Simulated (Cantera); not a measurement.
## Low-pressure radical oxidation in H2/O2

An isothermal, constant-pressure homogeneous reactor starts with 3.20 % H₂, 37.2 % O₂, 59.6 % N₂, equivalence ratio 0.043, at 1325 K and 6.08 Torr.

Computed with Cantera and GRI-Mech 3.0 (53 species, 325 reactions). Radical loss at walls, strong at low pressure, is not modelled.

| t (s) | x H₂ | x O₂ | x H₂O₂ | x NO₂ | x NO |
|---|---|---|---|---|---|
| 9.00e-5 | 0.0320 | 0.372 | <1e-12 | <1e-12 | <1e-12 |
| 0.000253 | 0.0320 | 0.372 | 7.59e-12 | <1e-12 | <1e-12 |
| 0.000713 | 0.0320 | 0.372 | 5.79e-11 | <1e-12 | <1e-12 |
| 0.00201 | 0.0320 | 0.372 | 4.22e-10 | <1e-12 | <1e-12 |
| 0.00565 | 0.00250 | 0.350 | 3.80e-8 | <1e-12 | 6.96e-9 |
| 0.0159 | 0.000769 | 0.347 | 2.19e-8 | <1e-12 | 7.97e-8 |
| 0.0448 | 0.000717 | 0.349 | 2.19e-8 | 3.23e-12 | 2.60e-7 |
| 0.126 | 0.000589 | 0.351 | 2.18e-8 | 8.71e-12 | 6.13e-7 |
| 0.355 | 0.000351 | 0.356 | 2.01e-8 | 2.04e-11 | 1.02e-6 |
| 1.00 | 0.000115 | 0.360 | 1.42e-8 | 4.87e-11 | 1.21e-6 |
x: mole fraction; the columns are a selection and need not sum to one.

Equilibrium at this temperature and pressure: H₂ 8.11e-8, O₂ 0.362, H₂O₂ 1.17e-10, NO₂ 6.20e-7, NO 0.000537 (gas phase only).
